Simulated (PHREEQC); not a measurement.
Dissolve 0.000185 mol Ca(HCO3)2, 0.055 mol NaF and 0.0245 mol NaCl per kg of water at 50 °C. Closed to the air; pH follows from the charge balance.

Model: ion-association model, phreeqc.dat, run in PHREEQC.

Question: The ionic strength comes out as 0.0786 mol/kgw. What activity coefficients do F-, Na+, OH-, CO3-2, Ca+2 get?

Answer: F- 0.77, Na+ 0.79, OH- 0.77, CO3-2 0.40, Ca+2 0.40.

This is a speciation only: nothing precipitates in the calculation. The solution is supersaturated, for example in Fluorite, so a real one may precipitate; this is no full list. Constants without temperature data keep their 25 °C values here.
